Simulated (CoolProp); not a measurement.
The fluid at 298.15 K and 6.76 MPa flows at 25 m/s in a round tube of 20 mm bore and 45 µm roughness, fully developed (64/Re and Nu = 3.66 if laminar; Colebrook and Gnielinski if turbulent). The same conditions are run with several fluids, on thermodynamics alone (safety and materials aside).

Computed with CoolProp (reference Helmholtz-energy equation of state of each fluid (C3F8 (R218): Lemmon 2006; R410A: Lemmon 2003; n-butane: Bücker 2006; water: Wagner 2002; n-heptane: Span 2003)). Blends and air are pseudo-pure fits.

| fluid | Reynolds number | Darcy friction factor | pressure drop (Pa/m) | heat-transfer coefficient (W/(m² K)) | mass flow (kg/h) |
|---|---|---|---|---|---|
| C3F8 (R218) | 3340000 | 0.0242 | 530000 | 52100 | 39600 |
| R410A | 4100000 | 0.0242 | 416000 | 87400 | 31100 |
| n-butane | … | 0.0243 | 221000 | 53100 | 16500 |
| water | 562000 | … | 382000 | 121000 | 28300 |
| n-heptane | … | 0.0244 | 261000 | 39100 | 19400 |

### Question
Complete the blanks.

### Answer

- n-butane, Reynolds number: 1690000
- water, Darcy friction factor: 0.0245
- n-heptane, Reynolds number: 818000

Transport values come from each fluid's own correlations; those of C3F8 (R218) are estimates that may be off by 10 % or more.
